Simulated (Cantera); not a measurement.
A perfectly stirred reactor is fed with CH3OH : O2 : N2 = 1 : 2.24 : 8.42 (molar parts), at 0.410 bar; it is adiabatic with a 600 K inlet, and is followed from long to short residence time, starting on the burning branch (τ in s: 0.055, 0.026, 0.012, 0.0057, 0.0027, 0.0012, 0.00058, 0.00027, 0.00013, 6e-05, 2.8e-05, 1.3e-05).

Model: GRI-Mech 3.0 (53 species, 325 reactions), integrated in Cantera. GRI-Mech 3.0 was tuned for natural gas; its chemistry of methanol as a main component is partial and can be far from experiment.

Question: What does this change do: inlet temperature 600 to 473 K?

Answer: 
```tsv
quantity	before	after
blow-out, bracketed by the residence times tried	burning at 0.270 ms, out at 0.130 ms	burning at 0.580 ms, out at 0.270 ms
x(CH3OH) at τ = 55.0 ms	3.31e-6	4.28e-6
x(O2) at τ = 55.0 ms	0.0610	0.0610
x(CH3) at τ = 55.0 ms	1.00e-7	9.05e-8
x(CH4) at τ = 55.0 ms	1.75e-8	1.61e-8
x(C2H6) at τ = 55.0 ms	<1e-12	<1e-12
x(CH3OH) at τ = 0.580 ms	0.000109	0.000147
x(O2) at τ = 0.580 ms	0.0691	0.0698
x(CH3) at τ = 0.580 ms	8.91e-6	9.92e-6
x(CH4) at τ = 0.580 ms	1.20e-6	1.73e-6
x(C2H6) at τ = 0.580 ms	1.24e-10	2.87e-10
```
